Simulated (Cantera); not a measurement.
## Ignition delay

Mixture: 9.51 % CH4, 19.0 % O2, 71.5 % N2, equivalence ratio 1.0, at 0.424 atm, adiabatic and at constant pressure. Ignition delay is the time to a rise of 400 K.

Detailed kinetics in Cantera: GRI-Mech 3.0 (53 species, 325 reactions).

```json
[
 {"T0 (K)": "1175", "delay (ms)": "133"},
 {"T0 (K)": "1250", "delay (ms)": "44.2"},
 {"T0 (K)": "1325", "delay (ms)": "16.1"},
 {"T0 (K)": "1400", "delay (ms)": "6.45"},
 {"T0 (K)": "1475", "delay (ms)": "2.87"},
 {"T0 (K)": "1550", "delay (ms)": "1.42"},
 {"T0 (K)": "1625", "delay (ms)": "0.771"},
 {"T0 (K)": "1700", "delay (ms)": "0.451"},
 {"T0 (K)": "1775", "delay (ms)": "0.279"}
]
```

* **apparent activation energy between 1625 and 1775 K**: 160 kJ/mol
